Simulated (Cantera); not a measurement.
Input (Python, Cantera):

```python
import numpy as np
import cantera as ct

surf = ct.Interface("ptcombust.yaml", "Pt_surf")
gas = surf.adjacent["gas"]
gas.TPX = 575, 101325, {'CO': 0.018, 'O2': 0.012, 'N2': 0.79, 'H2O': 0.03}
surf.TP = 575, 101325
reactor = ct.FlowReactor(gas, clone=False)
reactor.area = 0.0001  # m2
reactor.surface_area_to_volume_ratio = 2100  # 1/m
reactor.mass_flow_rate = 0.086 * reactor.area * gas.density  # inlet velocity 0.086 m/s
reactor.energy_enabled = False
wall = ct.ReactorSurface(surf, reactor, clone=False)
net = ct.ReactorNet([reactor])
net.rtol, net.atol = 1e-8, 1e-16
show, cover = ['CO', 'O2', 'H2O', 'CO2'], ['PT(S)', 'H(S)', 'O(S)', 'OH(S)', 'CO(S)', 'C(S)']

rows = []
print(f"{'z/m':>9s}{'u/(m/s)':>9s}" + "".join(f"{s:>13s}" for s in show + cover))
for z in [0.00089, 0.0015, 0.0025, 0.0041, 0.0069, 0.012, 0.019, 0.032, 0.053, 0.089]:
    net.advance(z)
    rows.append([reactor.speed, *gas[show].X, *surf[cover].coverages])
    print(f"{z:9.4g}{rows[-1][0]:9.3g}" + "".join(f"{x:13.4e}" for x in rows[-1][1:]))
```

Result:

```
      z/m  u/(m/s)           CO           O2          H2O          CO2        PT(S)         H(S)         O(S)        OH(S)        CO(S)         C(S)
  0.00089    0.086   2.1128e-02   1.4094e-02   3.5295e-02   4.8734e-05   2.9662e-03   9.1808e-10   6.0819e-04   1.3892e-04   9.9628e-01   1.2835e-14
   0.0015    0.086   2.1095e-02   1.4077e-02   3.5296e-02   8.2155e-05   2.9686e-03   9.1899e-10   6.0844e-04   1.3900e-04   9.9628e-01   1.2840e-14
   0.0025    0.086   2.1041e-02   1.4050e-02   3.5297e-02   1.3697e-04   2.9724e-03   9.2048e-10   6.0885e-04   1.3914e-04   9.9627e-01   1.2848e-14
   0.0041    0.086   2.0954e-02   1.4007e-02   3.5298e-02   2.2477e-04   2.9786e-03   9.2288e-10   6.0952e-04   1.3937e-04   9.9627e-01   1.2861e-14
   0.0069    0.086   2.0802e-02   1.3931e-02   3.5301e-02   3.7866e-04   2.9896e-03   9.2713e-10   6.1071e-04   1.3976e-04   9.9625e-01   1.2883e-14
    0.012    0.086   2.0524e-02   1.3792e-02   3.5306e-02   6.5980e-04   3.0100e-03   9.3500e-10   6.1292e-04   1.4050e-04   9.9623e-01   1.2924e-14
    0.019    0.086   2.0140e-02   1.3601e-02   3.5313e-02   1.0475e-03   3.0388e-03   9.4612e-10   6.1608e-04   1.4155e-04   9.9620e-01   1.2980e-14
    0.032   0.0859   1.9422e-02   1.3244e-02   3.5325e-02   1.7733e-03   3.0951e-03   9.6779e-10   6.2232e-04   1.4360e-04   9.9613e-01   1.3087e-14
    0.053   0.0859   1.8245e-02   1.2657e-02   3.5346e-02   2.9633e-03   3.1944e-03   1.0060e-09   6.3364e-04   1.4726e-04   9.9602e-01   1.3264e-14
    0.089   0.0858   1.6168e-02   1.1622e-02   3.5383e-02   5.0624e-03   3.3959e-03   1.0828e-09   6.5768e-04   1.5476e-04   9.9579e-01   1.3582e-14
```

Cantera simulation using Deutschmann's 1995 Pt surface mechanism with GRI-Mech 3.0 gas chemistry; the numbers are that mechanism's predictions, not measurements. Catalytic surfaces can have several steady states; this one follows from the mechanism file's or the stated starting coverage. Mass transfer to the wall is taken as infinitely fast.
